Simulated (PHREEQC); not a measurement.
Make-up at 70 °C: 0.0011 mol/kgw RbCl, 0.11 mol/kgw NaH2PO4 and 0.097 mol/kgw CuSO4. Closed to the air; pH follows from the charge balance.

The numbers come from PHREEQC with the ion-association model, wateq4f.dat.

Precipitation was switched off in this run.

Problem. Estimate the pH.

Solution. pH 4.21.

Problem. In which forms is Na present?

Solution. Na+ 93 %, NaSO4- 6.6 % of the Na.

The solution is supersaturated, for example in Atacamite, Tenorite (slow to form), so a real one may precipitate; this is no full list. H3PO4, which wateq4f.dat lacks, is added to it with the constant of phreeqc.dat. Constants without temperature data keep their 25 °C values here. The database has no phosphate complexes of Cu.
